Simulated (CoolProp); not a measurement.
Model: reference Helmholtz-energy equation of state, Lemmon 2013, in CoolProp.

**Question.** Give the vapour pressure (MPa), liquid cp (kJ/(kg K)), vapour Z, liquid viscosity (µPa s) of saturated propylene at -68.05, -41.25 °C.

**Answer.** 
```tsv
T (°C)	p (MPa)	liquid cp (kJ/(kg K))	vapour Z	liquid viscosity (µPa s)
-68.05	0.0360	2.13	0.983	249
-41.25	0.134	2.21	0.956	182
```

Viscosity comes from a separate model (Huber 2003), an estimate that may be off by 10 % or more.
